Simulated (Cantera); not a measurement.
What does this Cantera script print?

```python
import numpy as np
import cantera as ct

gas = ct.Solution("h2o2.yaml")
gas.TPX = 700, 82000, {'H2': 1, 'O2': 0.179, 'N2': 0.671, 'H2O': 0.25}
flame = ct.FreeFlame(gas, width=0.046)
flame.set_refine_criteria(ratio=3, slope=0.08, curve=0.16)
flame.transport_model = "mixture-averaged"
flame.solve(loglevel=0, auto=True)
flame.transport_model = "multicomponent"
flame.soret_enabled = True
flame.solve(loglevel=0, refine_grid=True)
z, T = flame.grid, flame.T
thick = (T[-1] - T[0]) / np.gradient(T, z).max()
show = ['H2', 'O2', 'H2O', 'H', 'H2O2', 'OH']
print(f"laminar burning velocity  {flame.velocity[0] * 100:.3f} cm/s")
print(f"burnt temperature         {T[-1]:.1f} K")
print(f"thermal thickness         {thick * 1e3:.4f} mm")
print(f"grid points               {len(z)}")
z0 = z[flame.heat_release_rate.argmax()]
print(f"{'z/mm':>9s}{'T/K':>9s}{'u/(m/s)':>9s}" + "".join(f"{s:>11s}" for s in show))
rows = []
for k in (-3, -2, -1.5, -1, -0.5, -0.25, 0, 0.25, 0.5, 1, 2, 4, 8):
    zz = z0 + k * thick
    rows.append([k * thick, np.interp(zz, z, T), np.interp(zz, z, flame.velocity),
                 *(np.interp(zz, z, flame.X[gas.species_index(s)]) for s in show)])
    print(f"{rows[-1][0] * 1e3:9.3f}{rows[-1][1]:9.1f}{rows[-1][2]:9.3f}" + "".join(f"{x:11.3e}" for x in rows[-1][3:]))
```

It prints:

```
laminar burning velocity  859.559 cm/s
burnt temperature         1944.1 K
thermal thickness         0.6124 mm
grid points               135
     z/mm      T/K  u/(m/s)         H2         O2        H2O          H       H2O2         OH
   -1.837    700.0    8.596  4.762e-01  8.524e-02  1.190e-01  5.468e-15  8.953e-14  1.271e-17
   -1.225    700.0    8.596  4.762e-01  8.524e-02  1.190e-01  1.600e-11  5.112e-13  3.296e-14
   -0.919    700.0    8.596  4.762e-01  8.524e-02  1.190e-01  2.922e-09  2.928e-11  5.795e-12
   -0.612    700.1    8.595  4.760e-01  8.526e-02  1.191e-01  5.989e-07  4.543e-09  2.602e-09
   -0.306    728.1    8.828  4.673e-01  8.557e-02  1.223e-01  4.318e-04  3.355e-06  4.996e-05
   -0.153    892.9   10.600  4.408e-01  7.992e-02  1.410e-01  6.096e-03  4.547e-06  3.156e-04
    0.000   1189.9   13.900  3.774e-01  5.277e-02  2.000e-01  3.129e-02  1.091e-06  1.034e-03
    0.153   1403.5   16.313  3.140e-01  1.670e-02  2.709e-01  5.758e-02  5.805e-07  1.859e-03
    0.306   1500.5   17.391  2.952e-01  3.474e-03  2.975e-01  6.242e-02  3.757e-07  2.025e-03
    0.612   1587.7   18.316  2.970e-01  3.213e-04  3.052e-01  5.478e-02  2.691e-07  2.129e-03
    1.225   1675.0   19.210  3.053e-01  1.073e-04  3.076e-01  4.250e-02  1.752e-07  2.066e-03
    2.449   1756.6   20.025  3.135e-01  6.054e-05  3.099e-01  3.038e-02  9.644e-08  1.786e-03
    4.899   1823.8   20.682  3.203e-01  2.891e-05  3.121e-01  2.013e-02  4.655e-08  1.365e-03
```

Model: the H2/O2 subset of GRI-Mech 3.0, which has no nitrogen chemistry, integrated in Cantera. Burning velocities carry a grid error of a few per cent, more on coarse grids.
